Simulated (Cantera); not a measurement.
Source: NASA polynomial tables (part measured, part estimated), evaluated in Cantera. Values are per mole of reaction as written; species without (g) are pure solids or liquids, kept so even where they would boil at 1 bar. ZrN: taken at fixed stoichiometry.

ZrN + 3 NO2(g) ⇌ ZrO2 + 4 NO(g), with ΔH° = -469.7 kJ and ΔS° = 134.1 J/K at 300 K.

Problem. How far is the shortcut ΔG° ≈ ΔH°(300 K) − T·ΔS°(300 K) from the full temperature-dependent value at 825, 975, 1125, 1275, 1425, 1575, 1725, 1875, 2025, 2175, 2325 K?

Solution. 
```csv
T (K),shortcut (kJ),full (kJ),difference (kJ),difference in log10 K,condensed phases
825,-580.3,-585.1,4.8,-0.30,"ZrN(s), ZrO2(monoclinic)"
975,-600.4,-607.1,6.7,-0.36,"ZrN(s), ZrO2(monoclinic)"
1125,-620.5,-629.1,8.6,-0.40,"ZrN(s), ZrO2(monoclinic)"
1275,-640.6,-651.1,10.4,-0.43,"ZrN(s), ZrO2(monoclinic)"
1425,-660.8,-673.0,12.3,-0.45,"ZrN(s), ZrO2(monoclinic)"
1575,-680.9,-695.3,14.5,-0.48,"ZrN(s), ZrO2(tetragonal)"
1725,-701.0,-717.8,16.8,-0.51,"ZrN(s), ZrO2(tetragonal)"
1875,-721.1,-740.0,18.9,-0.53,"ZrN(s), ZrO2(tetragonal)"
2025,-741.2,-762.1,20.9,-0.54,"ZrN(s), ZrO2(tetragonal)"
2175,-761.3,-784.1,22.8,-0.55,"ZrN(s), ZrO2(tetragonal)"
2325,-781.4,-805.9,24.5,-0.55,"ZrN(s), ZrO2(tetragonal)"
```
The shortcut ignores heat capacities and the phase changes listed.
